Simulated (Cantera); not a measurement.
## N2O furnace oxynitridation

An isothermal, constant-pressure homogeneous reactor starts with 78.7 % N₂O, 21.3 % O₂, at 1023 K and 1.00 bar.

Model: GRI-Mech 3.0 (53 species, 325 reactions), integrated in Cantera. GRI-Mech 3.0 was tuned for natural gas; its chemistry of N2O as a main component is partial and can be far from experiment. The mechanism lacks the step 2 NO + O2 → 2 NO2, which can matter for NO2 below about 1400 K. The temperature is held fixed by assumption; the heat of reaction is taken as removed at once.

```tsv
t (s)	x N₂O	x O₂	x NO₂	x NO	x O
3.00e-6	0.787	0.213	<1e-12	1.12e-10	1.19e-8
1.80e-5	0.787	0.213	<1e-12	3.00e-9	4.59e-8
0.000108	0.787	0.213	<1e-12	3.71e-8	6.57e-8
0.000646	0.787	0.213	4.41e-12	2.52e-7	6.57e-8
0.00387	0.787	0.213	1.64e-10	1.54e-6	6.57e-8
0.0232	0.787	0.213	5.83e-9	9.28e-6	6.57e-8
0.139	0.786	0.213	1.83e-7	5.54e-5	6.57e-8
0.835	0.777	0.215	3.55e-6	0.000327	6.53e-8
5.00	0.730	0.228	2.82e-5	0.00184	6.27e-8
30.0	0.521	0.284	0.000130	0.00805	5.04e-8
```
x: mole fraction; the columns are a selection and need not sum to one.

Equilibrium at this temperature and pressure: N₂O 3.34e-9, O₂ 0.435, NO₂ 3.24e-6, NO 4.91e-5, O 2.07e-10 (gas phase only).
